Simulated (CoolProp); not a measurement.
R410A along the isotherm 24.55 °C: fugacity coefficient from the reference equation and from simpler models built on Tc = 71.3 °C, pc = 49.01 bar, ω = 0.296; each cubic takes its own stable root.

Computed with CoolProp (reference Helmholtz-energy equation of state, Lemmon 2003). It is a pseudo-pure fit of the blend.

| p (bar) | phase | reference |
|---|---|---|
| 8.75 | gas | 0.8886 |
| 26.3 | liquid | 0.5060 |
| 35 | liquid | 0.3894 |
| 43.8 | liquid | 0.3186 |
| 52.5 | liquid | 0.2721 |
| 61.3 | liquid | 0.2386 |
| 70 | liquid | 0.2139 |
| 78.8 | liquid | 0.1945 |
| 87.5 | liquid | 0.1792 |
| 96.3 | liquid | 0.1666 |
| 105 | liquid | 0.1563 |
| 114 | liquid | 0.1474 |
| 123 | liquid | 0.1398 |

**Question.** How far does each simpler model (van der Waals, Peng-Robinson) lie from the reference over these 13 states: mean and median of the absolute difference, and the worst?

**Answer.** 
- van der Waals: mean 64.0 %, median 67.8 %, worst +84.5 % at 24.55 °C and 123 bar
- Peng-Robinson: mean 3.3 %, median 3.4 %, worst +4.4 % at 24.55 °C and 123 bar

At some of these states van der Waals gives the other phase, because its saturation line lies elsewhere.
